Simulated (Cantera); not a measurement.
What does this Cantera script print?

```python
import numpy as np
import cantera as ct

gas = ct.Solution("gri30.yaml")


def delay(T, t_max=10):
    gas.TPX = T, 101325, {'CH4': 1, 'CO': 0.052, 'O2': 4.05, 'N2': 15.2}
    reactor = ct.IdealGasReactor(gas, clone=False)
    net = ct.ReactorNet([reactor])
    net.rtol, net.atol = 1e-8, 1e-16
    while net.time < t_max:
        t_old, T_old = net.time, reactor.T
        net.step()
        if reactor.T > T + 400:  # ignition: a rise of 400 K
            return t_old + (T + 400 - T_old) / (reactor.T - T_old) * (net.time - t_old)
    return np.nan


taus = []
for T in [1075, 1125, 1175, 1225, 1275, 1325, 1375]:
    taus.append(delay(T))
    print(f"T0 = {T:6g} K   tau = {taus[-1]:.4e} s")
```

It prints:

```
T0 =   1075 K   tau = 2.1534e-01 s
T0 =   1125 K   tau = 9.5780e-02 s
T0 =   1175 K   tau = 4.4521e-02 s
T0 =   1225 K   tau = 2.1600e-02 s
T0 =   1275 K   tau = 1.0934e-02 s
T0 =   1325 K   tau = 5.7775e-03 s
T0 =   1375 K   tau = 3.1909e-03 s
```

Detailed kinetics in Cantera: GRI-Mech 3.0 (53 species, 325 reactions).
